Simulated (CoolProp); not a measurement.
Values from CoolProp's reference Helmholtz-energy equation of state, Lemmon 2005. It is a short technical equation, of lower accuracy than the large ones.

### Question
Give the vapour pressure (MPa), liquid density (kg/m³), vapour density (kg/m³), surface tension (mN/m) of saturated trans-2-butene at 340.2 K.

### Answer
```csv
T (K),p (MPa),liquid density (kg/m³),vapour density (kg/m³),surface tension (mN/m)
340.2,0.739,544,17.5,8.19
```

Surface tension comes from a separate correlation (Mulero 2014).
